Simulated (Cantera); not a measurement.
Adiabatic ignition

An adiabatic, constant-volume homogeneous reactor starts with CH3OH : O2 : N2 = 1 : 3.49 : 33.5 (molar parts), at 1775 K and 5.00 bar.

Model: GRI-Mech 3.0 (53 species, 325 reactions), integrated in Cantera. GRI-Mech 3.0 was tuned for natural gas; its chemistry of methanol as a main component is partial and can be far from experiment.

| t (s) | T (K) | P (bar) | x CH3OH | x O2 | x N2O | x NO2 | x NO | x CH3 |
|---|---|---|---|---|---|---|---|---|
| 5.00e-6 | 1787 | 5.06 | 0.0204 | 0.0886 | 6.57e-8 | 7.18e-11 | 7.84e-10 | 4.25e-5 |
| 1.10e-5 | 1902 | 5.49 | 0.00434 | 0.0775 | 3.29e-7 | 8.09e-10 | 9.60e-9 | 3.48e-5 |
| 2.41e-5 | 2186 | 6.31 | <1e-12 | 0.0524 | 1.80e-6 | 4.08e-8 | 2.40e-5 | <1e-12 |
| 5.28e-5 | 2313 | 6.63 | <1e-12 | 0.0512 | 2.11e-6 | 1.27e-7 | 6.68e-5 | <1e-12 |
| 0.000116 | 2349 | 6.72 | <1e-12 | 0.0511 | 1.47e-6 | 1.56e-7 | 0.000108 | <1e-12 |
| 0.000254 | 2353 | 6.73 | <1e-12 | 0.0510 | 1.29e-6 | 2.25e-7 | 0.000168 | <1e-12 |
| 0.000558 | 2353 | 6.73 | <1e-12 | 0.0510 | 1.29e-6 | 3.93e-7 | 0.000295 | <1e-12 |
| 0.00122 | 2352 | 6.72 | <1e-12 | 0.0508 | 1.29e-6 | 7.54e-7 | 0.000565 | <1e-12 |
| 0.00269 | 2351 | 6.72 | <1e-12 | 0.0506 | 1.28e-6 | 1.51e-6 | 0.00113 | <1e-12 |
| 0.00590 | 2348 | 6.71 | <1e-12 | 0.0500 | 1.27e-6 | 2.97e-6 | 0.00223 | <1e-12 |
| 0.0129 | 2343 | 6.70 | <1e-12 | 0.0491 | 1.26e-6 | 5.43e-6 | 0.00410 | <1e-12 |
| 0.0284 | 2336 | 6.68 | <1e-12 | 0.0480 | 1.25e-6 | 8.45e-6 | 0.00641 | <1e-12 |
| 0.0623 | 2332 | 6.66 | <1e-12 | 0.0472 | 1.25e-6 | 1.05e-5 | 0.00798 | <1e-12 |
| 0.137 | 2331 | 6.66 | <1e-12 | 0.0470 | 1.25e-6 | 1.09e-5 | 0.00831 | <1e-12 |
| 0.300 | 2331 | 6.66 | <1e-12 | 0.0470 | 1.25e-6 | 1.09e-5 | 0.00832 | <1e-12 |
x: mole fraction; the columns are a selection and need not sum to one.

```
Quantity                                                             Value
---------------------------------  ---------------------------------------
time of steepest temperature rise                                  12.6 µs
temperature at 0.300 s                                              2331 K
equilibrium temperature                                             2331 K
x(CH3OH) at 0.300 s                  <1e-12 (gas-phase equilibrium <1e-12)
x(O2) at 0.300 s                     0.0470 (gas-phase equilibrium 0.0470)
x(N2O) at 0.300 s                  1.25e-6 (gas-phase equilibrium 1.25e-6)
```
